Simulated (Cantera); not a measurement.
Input (Python, Cantera) and output of one run.

```python
import numpy as np
import cantera as ct

gas_names = """
    H H2 H2S N NH NH2 NH3 N2 N2H2 N2H4 Ni NiS S SH SN S2 S8
""".split()
cond_names = """
    Ni(cr) Ni(L) NiS(b) NiS(a) NiS(L) NiS2(s) NiS2(L) Ni3S2(I) Ni3S2(II) Ni3S2(L) Ni3S4(s) S(cr1) S(cr2)
    S(L)
""".split()


# ... load() reads the species with a 1 bar reference pressure and builds the phases ...
atoms = {
    'NiS': {'Ni': 1, 'S': 1},
    'H2': {'H': 2},
    'N2': {'N': 2},
}
top_T = {'Ni3S4(s)': 620}  # K; cautious upper limits of use, not melting points


# ... equilibrate(T, P, feed) seeds the gas with the atoms and calls Mixture.equilibrate('TP', solver="vcs", rtol=1e-11, max_steps=5000) ...
results = []
feed = {'NiS': 1, 'H2': 2600, 'N2': 0.5}  # mol
T = 2100  # K
P = 50000  # Pa
mix = equilibrate(T, P, feed)
results.append((T, P, feed, dict(zip(mix.species_names, mix.species_moles))))
print(gas.report(threshold=0.001))
for i in range(1, mix.n_phases):
    print(f"{mix.phase(i).name:16s} {mix.phase_moles(i):12.5e} mol")
```

Output:

```
       temperature   2100 K
          pressure   50000 Pa
           density   0.0058718 kg/m^3
  mean mol. weight   2.0505 kg/kmol
   phase of matter   gas

                          1 kg             1 kmol
                     ---------------   ---------------
          enthalpy        2.8029e+07        5.7473e+07  J
   internal energy        1.9514e+07        4.0012e+07  J
           entropy             95645        1.9612e+05  J/K
    Gibbs function       -1.7283e+08       -3.5438e+08  J
 heat capacity c_p             16809             34467  J/K
 heat capacity c_v             12754             26152  J/K

                      mass frac. Y      mole frac. X     chem. pot. / RT
                     ---------------   ---------------   ---------------
                 H         0.0021603         0.0043945           -10.168
                H2           0.97792           0.99465           -20.336
     [  +15 minor]          0.019921          0.000956

Ni(L)             0.00000e+00 mol
NiS(L)            0.00000e+00 mol
NiS2(L)           0.00000e+00 mol
Ni3S2(L)          0.00000e+00 mol
S(L)              0.00000e+00 mol
```

These are equilibrium values from Cantera (NASA tables, ideal gas, pure condensed phases), not measurements of a reactor.
